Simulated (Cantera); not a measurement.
A perfectly stirred reactor is fed with 19.2 % CH3OH, 17.0 % O2, 63.8 % N2, equivalence ratio 1.7, at 1.00 atm; it is adiabatic with a 798 K inlet, and is followed from long to short residence time, starting on the burning branch (τ in s: 0.3, 0.12, 0.049, 0.02, 0.0081, 0.0033, 0.0013, 0.00054, 0.00022, 9e-05).

Computed with Cantera and GRI-Mech 3.0 (53 species, 325 reactions). GRI-Mech 3.0 was tuned for natural gas; its chemistry of methanol as a main component is partial and can be far from experiment.

x: mole fraction; the columns are a selection and need not sum to one.

```json
[
 {"τ (s)": "0.30", "T (K)": "2194", "x CH3OH": "4.79e-7", "x O2": "2.82e-5", "x N2O": "3.56e-9", "x H2": "0.0884", "x C2H4": "5.24e-11", "x C2H": "2.77e-12"},
 {"τ (s)": "0.12", "T (K)": "2188", "x CH3OH": "9.52e-7", "x O2": "5.00e-5", "x N2O": "3.96e-9", "x H2": "0.0882", "x C2H4": "1.24e-10", "x C2H": "6.68e-12"},
 {"τ (s)": "0.049", "T (K)": "2179", "x CH3OH": "(withheld)", "x O2": "(withheld)", "x N2O": "(withheld)", "x H2": "0.0880", "x C2H4": "2.64e-10", "x C2H": "1.51e-11"},
 {"τ (s)": "0.020", "T (K)": "2165", "x CH3OH": "3.19e-6", "x O2": "0.000168", "x N2O": "5.22e-9", "x H2": "0.0878", "x C2H4": "6.09e-10", "x C2H": "3.90e-11"},
 {"τ (s)": "0.0081", "T (K)": "2146", "x CH3OH": "5.90e-6", "x O2": "0.000309", "x N2O": "6.18e-9", "x H2": "0.0875", "x C2H4": "1.65e-9", "x C2H": "1.22e-10"},
 {"τ (s)": "0.0033", "T (K)": "2124", "x CH3OH": "1.13e-5", "x O2": "0.000549", "x N2O": "7.36e-9", "x H2": "0.0871", "x C2H4": "5.19e-9", "x C2H": "4.40e-10"},
 {"τ (s)": "0.0013", "T (K)": "2098", "x CH3OH": "(withheld)", "x O2": "(withheld)", "x N2O": "(withheld)", "x H2": "0.0868", "x C2H4": "(withheld)", "x C2H": "(withheld)"},
 {"τ (s)": "0.00054", "T (K)": "2074", "x CH3OH": "5.11e-5", "x O2": "0.00171", "x N2O": "1.00e-8", "x H2": "0.0866", "x C2H4": "8.42e-8", "x C2H": "7.56e-9"},
 {"τ (s)": "0.00022", "T (K)": "2047", "x CH3OH": "0.000123", "x O2": "0.00332", "x N2O": "1.12e-8", "x H2": "0.0866", "x C2H4": "4.30e-7", "x C2H": "3.03e-8"},
 {"τ (s)": "9.0e-5", "T (K)": "2001", "x CH3OH": "0.000342", "x O2": "0.00758", "x N2O": "1.20e-8", "x H2": "0.0876", "x C2H4": "2.68e-6", "x C2H": "9.24e-8"}
]
```

Question: What belongs in the gaps?

Answer: 
- 0.049, x CH3OH: 1.76e-6
- 0.049, x O2: 9.13e-5
- 0.049, x N2O: 4.49e-9
- 0.0013, x CH3OH: 2.37e-5
- 0.0013, x O2: 0.000975
- 0.0013, x N2O: 8.72e-9
- 0.0013, x C2H4: 2.00e-8
- 0.0013, x C2H: 1.85e-9
